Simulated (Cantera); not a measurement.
A closed system holds: 1 mol Cu, 1 mol F2, 15 mol H2.

Method: chemical equilibrium by Gibbs-energy minimisation in Cantera with the NASA 1993 tables (ideal gas, pure condensed phases). Candidate condensed phases: Cu, CuF2; 15 gas species. Kinetics and transport are ignored.

Stable condensed phases, one row left out:

```
T in K \ P in Pa
              1    3.6     13     46    170    600   2200   7700  28000 100000
   1450       A      A      B      B      B      B      B      B      B      B
   1400       A      B      B      B      B      B      B      B      B      B
   1300       B      B      B      B      B      B      B      B      B      B
   1250       B      B      B      B      B      B      B      B      B      B
   1200       B      B      B      B      B      B      B      B      B      B
   1150       B      B      B      B      B      B      B      B      B      B
   1100       B      B      B      B      B      B      B      B      B      B
   1050       B      B      B      B      B      B      B      B      B      B
   1000       B      B      B      B      B      B      B      B      B      B
```

A: gas only; B: Cu.

Give the row for 1350 K.

1: Cu; 3.6: Cu; 13: Cu; 46: Cu; 170: Cu; 600: Cu; 2200: Cu; 7700: Cu; 28000: Cu; 100000: Cu.
